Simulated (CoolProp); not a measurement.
Vapour-liquid equilibrium of cyclohexane (1) + n-nonane (2) at 181.85 °C; x and y are mole fractions of (1).

Values from CoolProp's multi-fluid Helmholtz-energy mixture model, Zhou 2014 and Lemmon 2006; pair parameters Bell 2016.

```
x      bubble pressure, mixture model (bar)  bubble pressure, Raoult's law (bar)  y, mixture model  y, Raoult's law
-----  ------------------------------------  -----------------------------------  ----------------  ---------------
0.05                                  2.511                                2.550             0.169            0.196
0.125                                 3.027                                3.136             0.349            0.398
0.2                                   3.537                                3.723             0.478            0.536
0.275                                 4.051                                4.309             0.577            0.637
0.35                                  4.575                                4.895             0.656            0.713
0.425                                 5.115                                5.482             0.722            0.774
0.5                                   5.674                                6.068             0.777            0.822
0.575                                 6.256                                6.654             0.825            0.862
0.65                                  6.862                                7.241             0.866            0.896
0.725                                 7.493                                7.827             0.902            0.924
0.8                                   8.146                                8.414             0.934            0.949
0.875                                 8.821                                9.000             0.962            0.970
0.95                                  9.511                                9.586             0.986            0.989
```

The largest gap from Raoult's law is -6.7 % in bubble pressure, at x = 0.425. No azeotrope shows between x = 0.05 and 0.95.

The pair parameters rest on a limited set of measurements; away from them the model extrapolates.
